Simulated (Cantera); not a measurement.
Feed: 1 mol FeS, 1.3 mol H₂, equilibrated at 402 °C and 0.000270 bar.

Method: chemical equilibrium by Gibbs-energy minimisation in Cantera with the NASA 1993 tables (ideal gas, pure condensed phases). Candidate condensed phases: Fe, FeS, FeS₂, S; 8 gas species. FeS: taken at fixed stoichiometry. The numbers say what is thermodynamically allowed, not how fast it happens.

Base state: H₂ 1.000, H₂S 2.41e-5 (mole fractions); condensed: FeS(s).

Problem. What changes in the equilibrium state with this change: temperature from 402 °C to 1402 °C?

Solution. 
```
species       before    after
-----------  -------  -------
H₂             1.000    0.691
S₂             <1e-9    0.258
Fe             <1e-9   0.0154
SH             <1e-9   0.0127
S              <1e-9  0.00776
H              <1e-9  0.00587
H₂S          2.41e-5  0.00980
FeS(s), mol    1.000        0
Fe(δ), mol         0    0.972
```
